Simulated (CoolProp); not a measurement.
R141b along the isobar 1.98 MPa: Z from the reference equation and from simpler models built on Tc = 477.5 K, pc = 4.212 MPa, ω = 0.220; each cubic takes its own stable root.

Values from CoolProp's reference Helmholtz-energy equation of state, Lemmon 2006. It is a short technical equation, of lower accuracy than the large ones.

| T (K) | phase | reference |
|---|---|---|
| 377 | liquid | 0.06909 |
| 386.4 | liquid | 0.06896 |
| 395.9 | liquid | 0.06901 |
| 405.4 | liquid | 0.06928 |
| 414.8 | liquid | 0.06983 |
| 424.3 | liquid | 0.07075 |
| 433.7 | gas | 0.7199 |
| 443.2 | gas | 0.7496 |
| 452.7 | gas | 0.7738 |
| 462.1 | gas | 0.7940 |
| 471.6 | gas | 0.8115 |
| 481.1 | gas | 0.8268 |
| 490.5 | gas | 0.8402 |
| 500 | gas | 0.8522 |

Task: How far does each simpler model (van der Waals, Redlich-Kwong, Soave-Redlich-Kwong, Peng-Robinson) lie from the reference over these 14 states: mean and median of the absolute difference, and the worst?

Result: 
- van der Waals: mean 223.3 %, median 7.6 %, worst +983.8 % at 424.3 K and 1.98 MPa
- Redlich-Kwong: mean 71.5 %, median 2.0 %, worst +907.5 % at 424.3 K and 1.98 MPa
- Soave-Redlich-Kwong: mean 5.7 %, median 0.5 %, worst +16.2 % at 424.3 K and 1.98 MPa
- Peng-Robinson: mean 1.9 %, median 2.3 %, worst +2.5 % at 424.3 K and 1.98 MPa

At some of these states van der Waals, Redlich-Kwong gives the other phase, because its saturation line lies elsewhere.
